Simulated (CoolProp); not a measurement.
Model: reference Helmholtz-energy equation of state, Lemmon and Jacobsen 2000, in CoolProp.

For R143a, give the phase and the viscosity (µPa s) at 338.1 K and 0.101 MPa; 453.7 K and 0.101 MPa; 500 K and 0.101 MPa.


- 338.1 K and 0.101 MPa: gas; viscosity 12.6
- 453.7 K and 0.101 MPa: gas; viscosity 16.6
- 500 K and 0.101 MPa: gas; viscosity 18.0

Viscosity comes from a separate model (Klein 1997), an estimate that may be off by 10 % or more.
